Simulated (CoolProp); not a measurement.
Vapour-liquid equilibrium of ethanol (1) + ethylbenzene (2) at 457.5 K; x and y are mole fractions of (1).

Computed with CoolProp (multi-fluid Helmholtz-energy mixture model, Schroeder 2014 and Zhou 2012; pair parameters Bell 2016).

```tsv
x	bubble pressure, mixture model (MPa)	bubble pressure, Raoult's law (MPa)	y, mixture model	y, Raoult's law
0.05	0.5488	0.4087	0.416	0.266
0.125	0.8302	0.5480	0.615	0.496
0.2	1.045	0.6872	0.698	0.632
0.275	1.209	0.8265	0.744	0.723
0.35	1.339	0.9657	0.775	0.787
0.425	1.447	1.105	0.799	0.836
0.5	1.543	1.244	0.819	0.873
0.575	1.633	1.383	0.839	0.903
0.65	1.723	1.523	0.860	0.927
0.725	1.814	1.662	0.883	0.948
0.8	1.909	1.801	0.909	0.965
0.875	2.006	1.940	0.939	0.980
0.95	2.106	2.080	0.973	0.992
```

The largest gap from Raoult's law is +52.1 % in bubble pressure, at x = 0.2. No azeotrope shows between x = 0.05 and 0.95.

Pair parameters are fitted to limited data, so mixtures are less certain than the pure fluids. With so large a gap from Raoult's law the liquid may split in two, which this calculation doesn't test in full.
